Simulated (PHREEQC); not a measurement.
Solution (6.7 °C): 0.048 mol KOH, 0.027 mol K2SO4 and 0.00037 mol KH2PO4 per kg of water. Closed to the air; pH follows from the charge balance.

The numbers come from PHREEQC with the ion-association model, wateq4f.dat.

```
quantity                   before    after
------------------------  -------  -------
ionic strength (mol/kgw)    0.123    0.119
K+ (mol/kgw)               0.0984   0.0966
SO4-2 (mol/kgw)            0.0231   0.0213
KSO4- (mol/kgw)           0.00392  0.00571
HPO4-2 (mol/kgw)          1.95e-5  8.10e-5
```

Question: Name the change that produced these shifts.
A. KOH replaced by KHF2 at the same molality
B. diluted 2-fold with water
C. diluted 5-fold with water
D. temperature from 6.7 to 35 °C
E. 0.00094 mol/kgw NH4HSO4 added

Answer: D, temperature from 6.7 to 35 °C

Precipitation was switched off in this run. H3PO4, which wateq4f.dat lacks, is added to it with the constant of phreeqc.dat. At this temperature some constants are extrapolated from 25 °C, and those without enthalpy data are left unchanged.
